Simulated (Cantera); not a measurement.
Ignition delay

Mixture: CH4 : O2 : N2 = 1 : 2.2 : 8.1 (molar parts), at 0.680 bar, adiabatic and at constant volume. Ignition delay is the time to a rise of 400 K.

Model: GRI-Mech 3.0 (53 species, 325 reactions), integrated in Cantera.

```tsv
T0 (K)	delay (ms)
1175	82.1
1250	27.7
1325	10.2
1400	4.12
1475	1.83
1550	0.896
```

The apparent activation energy between 1400 and 1550 K comes out as 180 kJ/mol.
